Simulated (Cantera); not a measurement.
**Equilibrium for thermal oxidation and active oxidation of silicon: Si + N2O + H2**

Charge: 1 mol Si, 0.068 mol N2O, 34 mol H2, held at 977 °C and 1.33 mbar.

Method: chemical equilibrium by Gibbs-energy minimisation in Cantera with the NASA 1993 tables (ideal gas, pure condensed phases). Candidate condensed phases: H2O, Si, SiO2, Si2N2O, Si3N4; 35 gas species. Mutual solubility and eutectic melting of coexisting phases are not modelled. Equilibrium is a limit: real reactors are often held back by kinetics, nucleation or transport.

```json
{
 "x(H2)": "1.000",
 "x(H)": "1.32e-5",
 "x(N2)": "6.37e-6",
 "x(SiO)": "6.37e-6",
 "n(Si(s))": "0.864 mol",
 "n(Si2N2O(s))": "0.0678 mol",
 "gas_amount": "34.00 mol"
}
```
